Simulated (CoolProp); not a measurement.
Vapour-liquid equilibrium of R142b (1) + R113 (2) at 628 kPa; x and y are mole fractions of (1).

Values from CoolProp's multi-fluid Helmholtz-energy mixture model, Lemmon 2006 and Marx 1992; pair parameters Bell 2016.

Question: Give the bubble temperature and the first vapour's composition at x = 0.05, 0.65, 0.95. Is there an azeotrope?

Answer: x = 0.05: 108.4 °C, y = 0.175; x = 0.65: 59.7 °C, y = 0.887; x = 0.95: 48.5 °C, y = 0.986. No azeotrope shows between x = 0.05 and 0.95.

Pair parameters are fitted to limited data, so mixtures are less certain than the pure fluids.
